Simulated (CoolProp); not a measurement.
Computed with CoolProp (reference Helmholtz-energy equation of state, Polt 1992). This equation is an older, rougher fit; its heat capacities, sound speeds and derivatives of the liquid may be far off and weren't checked against measurements.

Problem. Give the vapour pressure (bar), liquid density (kg/m³), enthalpy of vaporisation (kJ/kg), vapour Z of saturated cyclopropane at 320.8 K.

Solution. 
| T (K) | p (bar) | liquid density (kg/m³) | enthalpy of vaporisation (kJ/kg) | vapour Z |
|---|---|---|---|---|
| 320.8 | 12.8 | 582 | 366 | 0.810 |
